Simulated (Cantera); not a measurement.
Charge: 1 mol AlCl3, a varied amount of O2, 53 mol H2, equilibrated at 475 °C and 0.133 bar.

These are equilibrium values from Cantera (NASA tables, ideal gas, pure condensed phases), not measurements of a reactor. Candidate condensed phases: Al, AlCl3, Al2O3, H2O; 29 gas species. Condensed phases not in the tables: AlOCl. Equilibrium is a limit: real reactors are often held back by kinetics, nucleation or transport.

**Question.** At 15 mol O2, list the 3 most abundant gas species with their mole fractions, and the condensed phases.

**Answer.** H2O 0.523, H2 0.422, HCl 0.0550. Condensed: Al2O3(s).
